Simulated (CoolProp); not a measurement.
Vapour-liquid equilibrium of n-octane (1) + n-dodecane (2) at 151.25 °C; x and y are mole fractions of (1).

Computed with CoolProp (multi-fluid Helmholtz-energy mixture model, Beckmüller 2019 and Lemmon 2004; pair parameters Bell 2016).

```csv
x,bubble pressure (bar),y at the bubble point,dew pressure at overall composition x (bar),liquid density (mol/L)
0.05,0.2349,0.351,?,3.869
0.15,0.3921,0.647,?,?
0.25,0.5566,0.778,0.2066,4.095
0.35,?,0.851,0.2345,4.215
0.45,0.9065,0.898,0.2713,?
0.55,1.090,0.930,0.3216,?
0.65,1.279,0.953,0.3948,4.609
0.75,?,0.971,0.5111,4.752
0.85,1.666,0.984,?,4.899
0.95,1.863,0.995,1.250,5.051
```

Complete the blanks.


- 0.05, dew pressure at overall composition x (bar): 0.1667
- 0.15, dew pressure at overall composition x (bar): 0.1845
- 0.15, liquid density (mol/L): 3.979
- 0.35, bubble pressure (bar): 0.7283
- 0.45, liquid density (mol/L): 4.341
- 0.55, liquid density (mol/L): 4.472
- 0.75, bubble pressure (bar): 1.471
- 0.85, dew pressure at overall composition x (bar): 0.7251

No azeotrope shows between x = 0.05 and 0.95.

Pair parameters are fitted to limited data, so mixtures are less certain than the pure fluids.
